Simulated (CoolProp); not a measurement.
1-butene along the isobar 2.71 MPa: Z from the reference equation and from simpler models built on Tc = 419.3 K, pc = 4.006 MPa, ω = 0.192; each cubic takes its own stable root.

Computed with CoolProp (reference Helmholtz-energy equation of state, Lemmon 2005). It is a short technical equation, of lower accuracy than the large ones.

```json
[
 {"T (K)": "105.7", "phase": "liquid", "reference": "0.2165"},
 {"T (K)": "113.8", "phase": "liquid", "reference": "0.2033"},
 {"T (K)": "122", "phase": "liquid", "reference": "0.1918"},
 {"T (K)": "130.1", "phase": "liquid", "reference": "0.1819"},
 {"T (K)": "138.2", "phase": "liquid", "reference": "0.1731"},
 {"T (K)": "146.3", "phase": "liquid", "reference": "0.1654"},
 {"T (K)": "154.5", "phase": "liquid", "reference": "0.1584"},
 {"T (K)": "162.6", "phase": "liquid", "reference": "0.1522"},
 {"T (K)": "170.7", "phase": "liquid", "reference": "0.1467"},
 {"T (K)": "178.8", "phase": "liquid", "reference": "0.1417"},
 {"T (K)": "187", "phase": "liquid", "reference": "0.1370"},
 {"T (K)": "195.1", "phase": "liquid", "reference": "0.1329"}
]
```

### Question
How far does each simpler model (Redlich-Kwong, Soave-Redlich-Kwong, Peng-Robinson) lie from the reference over these 12 states: mean and median of the absolute difference, and the worst?

### Answer
- Redlich-Kwong: mean 11.2 %, median 11.0 %, worst +13.3 % at 105.7 K and 2.71 MPa
- Soave-Redlich-Kwong: mean 10.8 %, median 10.6 %, worst +13.5 % at 105.7 K and 2.71 MPa
- Peng-Robinson: mean 1.6 %, median 1.5 %, worst -3.2 % at 195.1 K and 2.71 MPa
